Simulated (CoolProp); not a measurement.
Values from CoolProp's reference Helmholtz-energy equation of state, Thol 2019.

Problem. Give the vapour pressure (MPa), vapour density (kg/m³), enthalpy of vaporisation (kJ/kg), liquid cp (kJ/(kg K)) of saturated tetradecamethylhexasiloxane (MD4M) at 459.1 K.

Solution. 
```csv
T (K),p (MPa),vapour density (kg/m³),enthalpy of vaporisation (kJ/kg),liquid cp (kJ/(kg K))
459.1,0.0140,1.73,122,2.05
```
